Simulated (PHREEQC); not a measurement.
Solution (25 °C): 1.4 mmol/kgw HF, 0.99 mmol/kgw NH4F and 18 mmol/kgw H2SiF6. Closed to the air; pH follows from the charge balance.

The numbers come from PHREEQC with the ion-association model, phreeqc.dat.

Precipitation was switched off in this run.

Task: Order these F species by the share of F that they hold, largest first: F-, SiF6-2, HF.

Result: SiF6-2 (94 %), HF (5.8 %), F- (0.17 %)

The pH is 1.54 and the ionic strength 0.0521 mol/kgw. Saturation is exceeded, for instance for Quartz (slow to form), Chalcedony (slow to form); the values hold only as long as no solid forms. SiF6-2 is the database's only silicon fluoride.
